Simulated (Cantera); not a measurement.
Feed: 1 mol SiCl4, 5.9 mol O3, 4.1 mol N2, at 1.00 Torr.

Method: chemical equilibrium by Gibbs-energy minimisation in Cantera with the NASA 1993 tables (ideal gas, pure condensed phases). Candidate condensed phases: Si, SiO2, Si2N2O, Si3N4; 23 gas species. The tables hold silica as quartz up to 1696 K and as liquid above; real silica turns to tridymite and cristobalite and melts near 1996 K. Kinetics and transport are ignored.

Problem. Which condensed phases are stable at each of these points (T (K)): 675, 775, 875, 975, 1075, 1175, 1275, 1375, 1475, 1575, 1675, 1775, 1875, 1975?

Solution. 
| T (K) | condensed phases | Si condensed (%) |
|---|---|---|
| 675 | SiO2(α-quartz) | 100.0 |
| 775 | SiO2(α-quartz) | 100.0 |
| 875 | SiO2(β-quartz) | 100.0 |
| 975 | SiO2(β-quartz) | 100.0 |
| 1075 | SiO2(β-quartz) | 100.0 |
| 1175 | SiO2(β-quartz) | 100.0 |
| 1275 | SiO2(β-quartz) | 100.0 |
| 1375 | SiO2(β-quartz) | 100.0 |
| 1475 | SiO2(β-quartz) | 100.0 |
| 1575 | SiO2(β-quartz) | 100.0 |
| 1675 | SiO2(β-quartz) | 100.0 |
| 1775 | SiO2(condensed) | 100.0 |
| 1875 | SiO2(condensed) | 99.9 |
| 1975 | SiO2(condensed) | 99.3 |

From 675 K to 775 K the condensed part is SiO2(α-quartz). From 875 K to 1675 K the condensed part is SiO2(β-quartz). From 1775 K to 1975 K the condensed part is SiO2(condensed).
